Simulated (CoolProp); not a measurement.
CH3F (R41) along the isotherm 339.8 K: Z from the reference equation and from simpler models built on Tc = 317.3 K, pc = 5.906 MPa, ω = 0.200; each cubic takes its own stable root.

The numbers come from the reference Helmholtz-energy equation of state, Lemmon 2006 in CoolProp. It is a short technical equation, of lower accuracy than the large ones.

```json
[
 {"p (MPa)": "2.27", "phase": "gas", "reference": "0.8727"},
 {"p (MPa)": "4.54", "phase": "gas", "reference": "0.7269"},
 {"p (MPa)": "6.81", "phase": "supercritical", "reference": "0.5458"},
 {"p (MPa)": "9.09", "phase": "supercritical", "reference": "0.3379"},
 {"p (MPa)": "11.4", "phase": "supercritical", "reference": "0.3084"},
 {"p (MPa)": "13.6", "phase": "supercritical", "reference": "0.3312"},
 {"p (MPa)": "15.9", "phase": "supercritical", "reference": "0.3633"},
 {"p (MPa)": "18.2", "phase": "supercritical", "reference": "0.3978"},
 {"p (MPa)": "20.4", "phase": "supercritical", "reference": "0.4315"},
 {"p (MPa)": "22.7", "phase": "supercritical", "reference": "0.4669"},
 {"p (MPa)": "25", "phase": "supercritical", "reference": "0.5022"},
 {"p (MPa)": "27.3", "phase": "supercritical", "reference": "0.5374"},
 {"p (MPa)": "29.5", "phase": "supercritical", "reference": "0.5708"}
]
```

**Question.** How far does each simpler model (Redlich-Kwong, Soave-Redlich-Kwong, Peng-Robinson) lie from the reference over these 13 states: mean and median of the absolute difference, and the worst?

**Answer.** 
- Redlich-Kwong: mean 20.1 %, median 25.1 %, worst +28.1 % at 339.8 K and 13.6 MPa
- Soave-Redlich-Kwong: mean 23.4 %, median 27.0 %, worst +33.8 % at 339.8 K and 11.4 MPa
- Peng-Robinson: mean 13.8 %, median 15.6 %, worst +23.0 % at 339.8 K and 11.4 MPa
